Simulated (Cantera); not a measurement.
Charge: 1 mol SiCl4, a varied amount of C2H2, 2.6 mol H2, equilibrated at 900 K and 0.133 bar.

Points: n(C2H2) (mol) = 0.024, 0.041, 0.068, 0.11, 0.19, 0.31, 0.52, 0.88, 1.5.

Cantera's Mixture.equilibrate('TP', solver="vcs", rtol=1e-11, max_steps=5000) on the NASA tables stopped like this:

```
44e-01  HCL 4.854e-02  SiHCL3 1.017e-02  CH4 3.629e-03  SiCL3 1.402e-04  SiH2CL2 3.855e-05  SiCL2 3.680e-06
   condensed (mol): SiC(b) 0.03477
T = 900 K  P = 13332.2 Pa  n(C2H2) = 0.041 mol  gas = 3.656 mol
   x: H2 6.695e-01  SiCL4 2.523e-01  HCL 6.107e-02  CH4 9.165e-03  SiHCL3 7.856e-03  SiCL3 1.094e-04  SiH2CL2 2.320e-05  SiCL2 2.260e-06
   condensed (mol): SiC(b) 0.04849
T = 900 K  P = 13332.2 Pa  n(C2H2) = 0.068 mol  gas = 3.663 mol
   x: H2 6.536e-01  SiCL4 2.501e-01  HCL 7.191e-02  CH4 1.778e-02  SiHCL3 6.457e-03  SiCL3 9.099e-05  SiH2CL2 1.581e-05  SiCL2 1.578e-06
   condensed (mol): C(gr) 0.01107  SiC(b) 0.05982
ERROR: FAILURE its = 5001!

*******************************************************************************
CanteraError thrown by MultiPhase::equilibrate:
VCS solver failed. Return code: -1
*******************************************************************************
```

### Question
What got this run through?

### Answer
This is not unique; one that fits is The failure is numerical, not chemical. The same input converged with solver="gibbs", rtol=1e-10, max_steps=50000, and the result passed a check of the equilibrium conditions:
```
T = 900 K  P = 13332.2 Pa  n(C2H2) = 0.024 mol  gas = 3.646 mol
   x: H2 6.831e-01  SiCL4 2.544e-01  HCL 4.854e-02  SiHCL3 1.017e-02  CH4 3.629e-03  SiCL3 1.402e-04  SiH2CL2 3.855e-05  SiCL2 3.680e-06
   condensed (mol): SiC(b) 0.03477
T = 900 K  P = 13332.2 Pa  n(C2H2) = 0.041 mol  gas = 3.656 mol
   x: H2 6.695e-01  SiCL4 2.523e-01  HCL 6.107e-02  CH4 9.165e-03  SiHCL3 7.856e-03  SiCL3 1.094e-04  SiH2CL2 2.320e-05  SiCL2 2.260e-06
   condensed (mol): SiC(b) 0.04849
T = 900 K  P = 13332.2 Pa  n(C2H2) = 0.068 mol  gas = 3.663 mol
   x: H2 6.536e-01  SiCL4 2.501e-01  HCL 7.191e-02  CH4 1.778e-02  SiHCL3 6.457e-03  SiCL3 9.099e-05  SiH2CL2 1.581e-05  SiCL2 1.578e-06
   condensed (mol): C(gr) 0.01107  SiC(b) 0.05982
T = 900 K  P = 13332.2 Pa  n(C2H2) = 0.11 mol  gas = 3.704 mol
   x: H2 6.566e-01  SiCL4 2.471e-01  HCL 7.185e-02  CH4 1.794e-02  SiHCL3 6.414e-03  SiCL3 9.017e-05  SiH2CL2 1.579e-05  SiCL2 1.568e-06
   condensed (mol): C(gr) 0.09308  SiC(b) 0.06049
T = 900 K  P = 13332.2 Pa  n(C2H2) = 0.19 mol  gas = 3.783 mol
   x: H2 6.620e-01  SiCL4 2.416e-01  HCL 7.174e-02  CH4 1.823e-02  SiHCL3 6.332e-03  SiCL3 8.865e-05  SiH2CL2 1.574e-05  SiCL2 1.551e-06
   condensed (mol): C(gr) 0.2493  SiC(b) 0.06175
T = 900 K  P = 13332.2 Pa  n(C2H2) = 0.31 mol  gas = 3.901 mol
   x: H2 6.697e-01  SiCL4 2.337e-01  HCL 7.157e-02  CH4 1.866e-02  SiHCL3 6.212e-03  SiCL3 8.648e-05  SiH2CL2 1.566e-05  SiCL2 1.525e-06
   condensed (mol): C(gr) 0.4836  SiC(b) 0.06362
T = 900 K  P = 13332.2 Pa  n(C2H2) = 0.52 mol  gas = 4.107 mol
   x: H2 6.822e-01  SiCL4 2.211e-01  HCL 7.123e-02  CH4 1.936e-02  SiHCL3 6.014e-03  SiCL3 8.294e-05  SiH2CL2 1.552e-05  SiCL2 1.483e-06
   condensed (mol): C(gr) 0.8936  SiC(b) 0.06685
T = 900 K  P = 13332.2 Pa  n(C2H2) = 0.88 mol  gas = 4.461 mol
   x: H2 7.010e-01  SiCL4 2.022e-01  HCL 7.061e-02  CH4 2.044e-02  SiHCL3 5.701e-03  SiCL3 7.756e-05  SiH2CL2 1.525e-05  SiCL2 1.418e-06
   condensed (mol): C(gr) 1.597  SiC(b) 0.07227
T = 900 K  P = 13332.2 Pa  n(C2H2) = 1.5 mol  gas = 5.07 mol
   x: H2 7.273e-01  SiCL4 1.759e-01  HCL 6.946e-02  CH4 2.201e-02  SiHCL3 5.231e-03  SiCL3 6.988e-05  SiH2CL2 1.476e-05  SiCL2 1.323e-06
   condensed (mol): C(gr) 2.807  SiC(b) 0.08128
```

The gas is ideal and each condensed phase is pure. The tables' values for SiCl3 are old estimates; treat these amounts as uncertain.
